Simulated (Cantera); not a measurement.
What does this Cantera script print?

```python
import numpy as np
import cantera as ct

gas_names = """
    C CH CH2 CH3 CH2OH CH3O CH4 CH3OH CO CO2 COOH C2 C2H CHCO,ketyl C2H2,acetylene C2H2,vinylidene
    CH2CO,ketene C2H3,vinyl CH3CO,acetyl C2H4 C2H4O,ethylen CH3CHO,ethanal CH3COOH (HCOOH)2 C2H5 C2H6
    CH3OCH3 C2H5OH C2O C3 C3H3,propargyl C3H4,allene C3H4,propyne C3H4,cyclo- C3H5,allyl C3H6,propylene
    C3H6,cyclo- C3H6O C3H7,n-propyl C3H7,i-propyl C3H8 C3H8O,1propanol C3H8O,2propanol C3O2 C4 C4H2
    C4H4,1,3-cyclo- C4H6,butadiene C4H6,2-butyne C4H6,cyclo- C4H8,1-butene C4H8,cis2-buten
    C4H8,tr2-butene C4H8,isobutene C4H8,cyclo- (CH3COOH)2 C4H9,n-butyl C4H9,i-butyl C4H9,s-butyl
    C4H9,t-butyl C4H10,isobutane C4H10,n-butane C5 C5H6,1,3cyclo- C5H8,cyclo- C5H10,1-pentene
    C5H10,cyclo- C5H11,pentyl C5H11,t-pentyl C5H12,n-pentane C5H12,i-pentane CH3C(CH3)2CH3 C6H2
    C6H5,phenyl C6H5O,phenoxy C6H6 C6H5OH,phenol C6H10,cyclo- C6H12,1-hexene C6H12,cyclo- C6H13,n-hexyl
    C7H7,benzyl C7H8 C7H8O,cresol C7H14,1-heptene C7H15,n-heptyl C7H16,n-heptane C8H8,styrene
    C8H10,ethylbenz C8H16,1-octene C8H17,n-octyl C8H18,isooctane C8H18,n-octane C9H19,n-nonyl
    C10H8,naphthale C10H21,n-decyl C12H9,o-bipheny C12H10,bipheny Cu CuO Cu2 H HCO HO2 H2
    HCHO,formaldehy HCOOH H2O H2O2 O OH O2 O3
""".split()
cond_names = """
    C(gr) C6H6(L) C7H8(L) C8H18(L),n-octa Cu(cr) Cu(L) CuO(s) CuO2H2(s) Cu2O(s) Cu2O(L) H2O(s) H2O(L)
""".split()


def load(file, names, dense=False):
    # The tables refer to 1 bar. Condensed volumes are neglected.
    table = {s.name: s for s in ct.Species.list_from_file(file)}
    out = []
    for n in names:
        d = dict(table[n].input_data)
        d["thermo"] = dict(d["thermo"], **{"reference-pressure": 1e5})
        if dense:
            d["equation-of-state"] = {"model": "constant-volume", "density": "1e6 g/cm^3"}
        out.append(ct.Species.from_dict(d))
    return out


gas = ct.Solution(thermo="ideal-gas", species=load("nasa_gas.yaml", gas_names))
cond = {s.name: ct.Solution(thermo="fixed-stoichiometry", species=[s], name=s.name)
        for s in load("nasa_condensed.yaml", cond_names, dense=True)}
atoms = {
    'CuO': {'Cu': 1, 'O': 1},
    'CH4': {'C': 1, 'H': 4},
    'H2': {'H': 2},
}
top_T = {'C(gr)': 4500, 'CuO(s)': 1390}  # K; cautious upper limits of use, not melting points


def equilibrate(T, P, feed):
    n = {}
    for name, mol in feed.items():
        for a, k in atoms[name].items():
            n[a] = n.get(a, 0.0) + k * mol
    gas.TPX = T, P, n
    mass = sum(n.values()) * gas.mean_molecular_weight
    gas.equilibrate("TP")
    valid = [c for c in cond.values() if c.min_temp <= T <= top_T.get(c.name, c.max_temp)]
    mix = ct.Mixture([(gas, mass / gas.mean_molecular_weight)] + [(c, 0.0) for c in valid])
    mix.T, mix.P = T, P
    mix.equilibrate("TP", solver="vcs", rtol=1e-11, max_steps=5000)
    return mix


results = []
T = 2300  # K
P = 17  # Pa
for m in [0.53, 0.62, 0.72, 0.83, 0.97, 1.1, 1.3, 1.5, 1.8, 2, 2.4, 2.8]:
    feed = {'CuO': 1, 'CH4': m, 'H2': 0.47}  # mol
    mix = equilibrate(T, P, feed)
    results.append((T, P, feed, dict(zip(mix.species_names, mix.species_moles))))

top = {s: max(r[3][s] / sum(r[3][g] for g in gas_names) for r in results) for s in gas_names}
cols = sorted((s for s in top if top[s] > 0.0001), key=lambda s: -top[s])[:9]
seen = [c for c in cond_names if any(r[3].get(c, 0) > 1e-12 for r in results)]
print("log10 of partial pressures in bar; condensed amounts in mol")
print(f"{'n(CH4)':>10s}" + "".join(f"{s[:9]:>10s}" for s in cols + seen))
for T, P, feed, n in results:
    ng = sum(n[g] for g in gas_names)
    print(f"{feed['CH4']:10.4g}" + "".join(f"{np.log10(max(n[s] / ng * P / 1e5, 1e-99)):10.3f}" for s in cols)
          + "".join(f"{n.get(c, 0):10.4g}" for c in seen))
```

Output:

```
log10 of partial pressures in bar; condensed amounts in mol
    n(CH4)         H        H2        Cu        CO       H2O         O        OH       CO2        O2     C(gr)
      0.53    -4.279    -4.529    -4.347    -4.652    -4.949    -5.408    -5.492    -5.821    -6.207         0
      0.62    -4.255    -4.481    -4.383    -4.611    -5.055    -5.561    -5.621    -5.933    -6.513         0
      0.72    -4.233    -4.439    -4.420    -4.575    -5.206    -5.755    -5.794    -6.091    -6.901         0
      0.83    -4.215    -4.401    -4.458    -4.545    -5.446    -6.032    -6.052    -6.339    -7.456         0
      0.97    -4.196    -4.363    -4.502    -4.516    -6.230    -6.854    -6.855    -7.131    -9.100         0
       1.1    -4.185    -4.341    -4.532    -4.532   -13.251   -13.898   -13.888   -14.191   -23.187   0.08357
       1.3    -4.171    -4.314    -4.571    -4.571   -13.263   -13.937   -13.913   -14.269   -23.265     0.281
       1.5    -4.160    -4.292    -4.606    -4.606   -13.277   -13.972   -13.938   -14.340   -23.337    0.4785
       1.8    -4.147    -4.266    -4.655    -4.655   -13.300   -14.021   -13.974   -14.437   -23.434    0.7747
         2    -4.140    -4.252    -4.685    -4.685   -13.315   -14.050   -13.996   -14.497   -23.493    0.9722
       2.4    -4.129    -4.230    -4.738    -4.738   -13.347   -14.104   -14.039   -14.604   -23.600     1.367
       2.8    -4.121    -4.213    -4.786    -4.786   -13.378   -14.152   -14.078   -14.699   -23.696     1.762
```

Cantera equilibrium calculation (NASA polynomials, part measured and part estimated; ideal gas, pure solids and liquids).
